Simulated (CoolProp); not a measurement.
The numbers come from the reference Helmholtz-energy equation of state, Lemmon 2006 in CoolProp. It is a short technical equation, of lower accuracy than the large ones.

Q: Give the vapour pressure (MPa), liquid density (kg/m³), vapour density (kg/m³), liquid cp (kJ/(kg K)) of saturated CH3F (R41) at 253.5 K.

A: 
| T (K) | p (MPa) | liquid density (kg/m³) | vapour density (kg/m³) | liquid cp (kJ/(kg K)) |
|---|---|---|---|---|
| 253.5 | 1.15 | 740 | 23.0 | 2.35 |
